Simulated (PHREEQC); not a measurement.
PHREEQC input (ion-association model, wateq4f.dat):

```
SOLUTION_MASTER_SPECIES
  An  An-  0  An  62.0  # stands for a non-complexing anion
SOLUTION_SPECIES
  An- = An-
    -log_k 0
    -gamma 3.0 0
PHASES
  Fix_H+
    H+ = H+
    -log_k 0
SOLUTION 1
  temp 25
  units mmol/kgw
  pH 7 charge
  As(3) 0.31
  Na 50.31
  An 50
END
SELECTED_OUTPUT 1
  -reset false
  -pH true
  -pe true
  -ionic_strength true
  -water true
  -totals As Na As(3) As(5)
  -molalities Hfo_wOH Hfo_wOH2+ Hfo_wO- Hfo_sOH Hfo_sOH2+ Hfo_sO- Hfo_wH2AsO3
  -saturation_indices Arsenolite
USER_PUNCH 1
  -headings sigma psi
  10 PUNCH EDL("sigma", "Hfo"), EDL("psi", "Hfo")
PRINT
  -reset false
USE solution 1
SURFACE 1
  Hfo_wOH 0.0018427 600 0.82
  Hfo_sOH 4.60674e-05
EQUILIBRIUM_PHASES 1
  Fix_H+ -4 HAn 10
    -force_equality true
END
# ... the last block is repeated for the other 16 points of pH, with NaOH or the acid as the point needs
```

Selected output (columns that matter, 12 of 17 rows; pH added in front):

```
pH	mu	As	Na	m_Hfo_wOH	m_Hfo_wOH2+	m_Hfo_wO-	m_Hfo_sOH	m_Hfo_sOH2+	m_Hfo_sO-	m_Hfo_wH2AsO3	si_Arsenolite	sigma	psi
4	0.051087	4.6398e-06	0.05031	0.00025262	0.0012836	1.139e-06	7.57e-06	3.8463e-05	3.4131e-08	0.00030536	-9.2746	0.25905	0.15286
4.38	0.050936	2.8918e-06	0.05031	0.00040766	0.0011245	3.3855e-06	1.223e-05	3.3736e-05	1.0156e-07	0.00030711	-9.6853	0.22648	0.14608
5.12	0.050713	1.6078e-06	0.05031	0.00073637	0.00078204	1.5884e-05	2.2109e-05	2.3481e-05	4.7692e-07	0.00030839	-10.195	0.15478	0.12682
5.5	0.050622	1.3497e-06	0.05031	0.00087809	0.00062781	2.8135e-05	2.6369e-05	1.8853e-05	8.449e-07	0.00030865	-10.347	0.12114	0.11451
6.25	0.050485	1.1143e-06	0.05031	0.0010658	0.00040349	6.4495e-05	3.2011e-05	1.2119e-05	1.9371e-06	0.00030888	-10.515	0.068483	0.086477
6.62	0.050435	1.0654e-06	0.05031	0.0011172	0.00032986	8.6686e-05	3.3556e-05	9.9074e-06	2.6037e-06	0.00030893	-10.556	0.049124	0.070976
7.38	0.050361	1.0378e-06	0.05031	0.0011669	0.00023302	0.00013385	3.5048e-05	6.9991e-06	4.0205e-06	0.00030896	-10.594	0.020033	0.036063
7.75	0.050334	1.0589e-06	0.05031	0.001175	0.00020258	0.00015613	3.5293e-05	6.0848e-06	4.6895e-06	0.00030894	-10.6	0.0093834	0.01795
8.5	0.050284	1.2872e-06	0.05031	0.0011748	0.00015437	0.00020481	3.528e-05	4.6359e-06	6.1508e-06	0.00030871	-10.6	-0.010192	-0.019439
8.88	0.050256	1.6869e-06	0.05031	0.001166	0.00013153	0.00023681	3.5008e-05	3.9489e-06	7.1099e-06	0.00030831	-10.595	-0.02127	-0.037996
9.62	0.050182	4.8576e-06	0.05031	0.0011182	8.5898e-05	0.00033346	3.3502e-05	2.5736e-06	9.991e-06	0.00030514	-10.567	-0.050011	-0.071902
10	0.050311	1.047e-05	0.050491	0.0010682	6.3524e-05	0.00041147	3.1887e-05	1.8963e-06	1.2283e-05	0.00029952	-10.544	-0.070282	-0.087805
```

Species that the database lacks are ignored.
